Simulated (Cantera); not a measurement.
Feed: 1 mol TiO2, 430 mol H2, equilibrated at 800 °C and 0.100 bar.

Method: chemical equilibrium by Gibbs-energy minimisation in Cantera with the NASA 1993 tables (ideal gas, pure condensed phases). Candidate condensed phases: H2O, Ti, TiO, TiO2, Ti2O3, Ti3O5, Ti4O7; 12 gas species. Mutual solubility and eutectic melting of coexisting phases are not modelled. Condensed phases not in the tables: Magnéli phases beyond Ti4O7. Rates play no part.

What is the equilibrium state?


- x(H2): 1.000
- x(H2O): 0.000219
- n(TiO2(rutile)): 0.624 mol
- n(Ti4O7(s)): 0.0941 mol
- gas amount: 430.0 mol
- log10 activity of Ti3O5(s) (absent): -0.23
- log10 activity of Ti2O3(s) (absent): -0.62
- log10 activity of Ti(α) (absent): -10.82
